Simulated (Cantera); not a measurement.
# Abatement and gas-phase synthesis: CO₂ + H₂ + N₂

A closed system holds: 1 mol CO₂, 0.15 mol H₂, 0.34 mol N₂, held at 2248.15 K and 2.60 bar.

Equilibrium computed with Cantera from the NASA thermochemical tables; the gas is ideal and each condensed phase is pure. Candidate condensed phases: C, C₆H₆, C₇H₈, C₈H₁₈, H₂O; 136 gas species. The numbers say what is thermodynamically allowed, not how fast it happens.

- x(CO₂): 0.570
- x(N₂): 0.228
- x(CO): 0.100
- x(H₂O): 0.0966
- x(H₂): 0.00312
- x(OH): 0.00118
- x(O₂): 0.000865
- x(NO): 0.000485
- x(H): 0.000255
- gas amount: 1.493 mol
- log10 activity of C(graphite) (absent): -6.39
